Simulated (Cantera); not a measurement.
An isothermal, constant-pressure homogeneous reactor starts with C2H6 : N2 = 1 : 1.9 (molar parts), at 1300 K and 0.0160 bar. Integrator tolerance rtol = 1e-08.

Detailed kinetics in Cantera: GRI-Mech 3.0 (53 species, 325 reactions). GRI-Mech 3.0 stops at C3 and has no aromatics, soot or wall deposition, so with more carbon than oxygen in the feed, carbon stays in small species such as C2H2 where larger ones or solid carbon would form. Radical loss at walls, strong at low pressure, is not modelled.

### Question
What does this change do: pressure from 0.0160 bar to 0.0133 bar?

### Answer
| quantity | before | after |
|---|---|---|
| x(C2H6) at 10.0 s | 7.19e-6 (gas-phase equilibrium 8.38e-7) | 6.81e-6 (gas-phase equilibrium 5.94e-7) |
| x(C2H4) at 10.0 s | 0.0243 (gas-phase equilibrium 0.00267) | 0.0297 (gas-phase equilibrium 0.00226) |
| x(HCN) at 10.0 s | 2.06e-9 (gas-phase equilibrium 0.0926) | 2.33e-9 (gas-phase equilibrium 0.0928) |
| x(C2H) at 10.0 s | 6.06e-10 (gas-phase equilibrium 9.55e-10) | 5.91e-10 (gas-phase equilibrium 1.05e-9) |
| x(CH4) at 10.0 s | 0.0800 (gas-phase equilibrium 0.0155) | 0.0828 (gas-phase equilibrium 0.0131) |
| x(H) at 10.0 s | 2.57e-6 (gas-phase equilibrium 5.50e-6) | 2.54e-6 (gas-phase equilibrium 6.04e-6) |
| x(H2) at 10.0 s | 0.306 (gas-phase equilibrium 0.390) | 0.300 (gas-phase equilibrium 0.393) |

### Question
What does this change do: N2 1.9 to 0.31 parts?

### Answer
| quantity | before | after |
|---|---|---|
| x(C2H6) at 10.0 s | 7.19e-6 (gas-phase equilibrium 8.38e-7) | 1.52e-5 (gas-phase equilibrium 3.11e-6) |
| x(C2H4) at 10.0 s | 0.0243 (gas-phase equilibrium 0.00267) | 0.0344 (gas-phase equilibrium 0.00679) |
| x(HCN) at 10.0 s | 2.06e-9 (gas-phase equilibrium 0.0926) | 2.88e-10 (gas-phase equilibrium 0.0549) |
| x(C2H) at 10.0 s | 6.06e-10 (gas-phase equilibrium 9.55e-10) | 8.58e-10 (gas-phase equilibrium 1.37e-9) |
| x(CH4) at 10.0 s | 0.0800 (gas-phase equilibrium 0.0155) | 0.128 (gas-phase equilibrium 0.0361) |
| x(H) at 10.0 s | 2.57e-6 (gas-phase equilibrium 5.50e-6) | 3.60e-6 (gas-phase equilibrium 6.64e-6) |
| x(H2) at 10.0 s | 0.306 (gas-phase equilibrium 0.390) | 0.476 (gas-phase equilibrium 0.569) |
